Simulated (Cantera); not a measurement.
Charge: 1 mol c-C4F8, 0.059 mol H2, at 0.000100 bar.

Method: chemical equilibrium by Gibbs-energy minimisation in Cantera with the NASA 1993 tables (ideal gas, pure condensed phases). Candidate condensed phases: C, C6H6, C7H8, C8H18; 95 gas species. The feed counts by its element totals alone. Condensed phases not in the tables: fluorocarbon polymer. Gases not in the tables: C2F6 and larger saturated fluorocarbons. Kinetics and transport are ignored.

x: gas mole fraction; n: condensed amount in mol.

| T (K) | x CF4 | x HF | x CF2 | x F | x CF3 | n C(graphite) |
|---|---|---|---|---|---|---|
| 773 | 0.944 | 0.0565 | 2.36e-12 | <1e-12 | ___ | 2.03 |
| 923 | 0.944 | 0.0565 | 3.07e-9 | 2.56e-10 | ___ | 2.03 |
| 1073 | 0.943 | 0.0565 | 5.30e-7 | 8.05e-8 | ___ | 2.03 |
| 1223 | 0.943 | 0.0565 | 2.55e-5 | 6.21e-6 | ___ | 2.03 |
| 1373 | 0.943 | 0.0565 | 0.000521 | 0.000186 | ___ | 2.03 |
| 1523 | 0.935 | 0.0562 | 0.00579 | 0.00285 | ___ | 2.02 |
| 1673 | 0.877 | 0.0542 | 0.0404 | 0.0264 | ___ | 2.00 |

What belongs in the gaps?


- 773, x CF3: 1.00e-11
- 923, x CF3: 3.28e-9
- 1073, x CF3: 2.11e-7
- 1223, x CF3: 4.84e-6
- 1373, x CF3: 5.57e-5
- 1523, x CF3: 0.000392
- 1673, x CF3: 0.00186
